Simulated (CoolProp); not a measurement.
Properties of R236EA along the isobar 60 bar (Tc = 412.4 K, pc = 34.14 bar, ω = 0.368).

Model: reference Helmholtz-energy equation of state, Rui 2013, in CoolProp.

| T (K) | phase | density (kg/m³) | conductivity (mW/(m K)) | fugacity coefficient |
|---|---|---|---|---|
| 286.1 | liquid | 1483 | 87.3 | 0.02704 |
| 296.1 | liquid | (withheld) | (withheld) | 0.03831 |
| 306.2 | liquid | 1424 | 80.3 | 0.05280 |
| 316.2 | liquid | 1394 | 77.0 | 0.07055 |
| 326.3 | liquid | 1362 | 73.8 | 0.09222 |
| 336.3 | liquid | (withheld) | 70.8 | (withheld) |
| 346.4 | liquid | 1294 | (withheld) | 0.1472 |
| 356.4 | liquid | 1258 | (withheld) | 0.1805 |
| 366.5 | liquid | (withheld) | 62.1 | 0.2180 |
| 376.5 | liquid | 1176 | 59.3 | 0.2586 |
| 386.6 | liquid | 1130 | 56.5 | 0.3030 |
| 396.7 | liquid | (withheld) | 53.8 | 0.3499 |
| 406.7 | liquid | 1018 | 51.1 | 0.3983 |

Problem. What belongs in the gaps?

Solution. 
- 296.1, density (kg/m³): 1454
- 296.1, conductivity (mW/(m K)): 83.8
- 336.3, density (kg/m³): 1329
- 336.3, fugacity coefficient: 0.1176
- 346.4, conductivity (mW/(m K)): 67.8
- 356.4, conductivity (mW/(m K)): 64.9
- 366.5, density (kg/m³): 1218
- 396.7, density (kg/m³): 1078

Thermal conductivity comes from a separate model (Huber 2003), an estimate that may be off by 10 % or more.
